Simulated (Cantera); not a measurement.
Standard-state values (1 bar) from the NASA 1993 polynomials, evaluated with Cantera. Values are per mole of reaction as written; species without (g) are pure solids or liquids, kept so even where they would boil at 1 bar.

Question: Between 623 and 1423 K, where is each reaction favourable under standard conditions?
- FeCl2 → 2 Cl(g) + Fe
- 3 FeCl2 → Fe2Cl6(g) + Fe

Answer: 
- FeCl2 → 2 Cl(g) + Fe: ΔG° is 436 kJ at 623 K and 271 kJ at 1423 K; it stays positive (K < 1). ΔH° is 532 kJ and ΔS° 184 J/K at 1423 K.
- 3 FeCl2 → Fe2Cl6(g) + Fe: ΔG° is 244 kJ at 623 K and 178 kJ at 1423 K; it stays positive (K < 1). ΔH° is 181 kJ and ΔS° 2 J/K at 1423 K.
